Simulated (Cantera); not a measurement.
A freely propagating, adiabatic, planar premixed flame of 3.39 % C3H8, 19.3 % O2, 72.6 % N2, 4.75 % H2O, unburnt at 473 K and 90.0 Torr; multicomponent+Soret transport, grid criteria slope 0.08 and curve 0.16, no radiation.

Computed with Cantera and GRI-Mech 3.0 (53 species, 325 reactions). GRI-Mech 3.0 was tuned for natural gas; its chemistry of propane as a main component is partial and can be far from experiment. Burning velocities carry a grid error of a few per cent, more on coarse grids.

x: mole fraction of selected species; z is measured from the peak of heat release.

| z (mm) | T (K) | u (m/s) | x C3H8 | x O2 | x H2O | x O | x NO | x HCO |
|---|---|---|---|---|---|---|---|---|
| -6.75 | 473 | 1.18 | 0.0339 | 0.193 | 0.0475 | <1e-8 | <1e-8 | <1e-8 |
| -4.50 | 474 | 1.18 | 0.0339 | 0.192 | 0.0475 | <1e-8 | <1e-8 | <1e-8 |
| -3.37 | 476 | 1.19 | 0.0339 | 0.192 | 0.0477 | <1e-8 | <1e-8 | <1e-8 |
| -2.25 | 500 | 1.25 | 0.0339 | 0.190 | 0.0496 | 2.02e-8 | 1.91e-8 | <1e-8 |
| -1.12 | … | 1.96 | 0.0284 | 0.167 | 0.0694 | 2.43e-6 | 2.87e-7 | 4.02e-7 |
| -0.562 | … | 2.99 | 0.0115 | 0.129 | 0.0986 | 8.27e-5 | 8.22e-7 | 2.00e-5 |
| 0 | … | 4.06 | 0.000561 | 0.0847 | 0.130 | 0.00119 | 1.92e-6 | 9.56e-5 |
| 0.562 | 1656 | 4.48 | 1.40e-6 | 0.0588 | 0.146 | 0.00449 | 3.39e-6 | 2.62e-5 |
| 1.12 | 1691 | 4.56 | <1e-8 | 0.0483 | 0.149 | 0.00674 | 4.42e-6 | 1.77e-6 |
| 2.25 | 1720 | 4.62 | <1e-8 | 0.0415 | 0.148 | 0.00780 | 5.47e-6 | 2.31e-8 |
| 4.50 | 1755 | 4.69 | <1e-8 | 0.0380 | 0.146 | 0.00779 | 6.79e-6 | 1.30e-8 |
| 9.00 | 1800 | 4.79 | <1e-8 | 0.0362 | 0.148 | 0.00710 | 9.05e-6 | <1e-8 |
| 18.0 | 1862 | 4.94 | <1e-8 | 0.0345 | 0.152 | 0.00592 | 1.31e-5 | <1e-8 |

Some entries are withheld; supply them.


- -1.12, T (K): 767
- -0.562, T (K): 1136
- 0, T (K): 1506
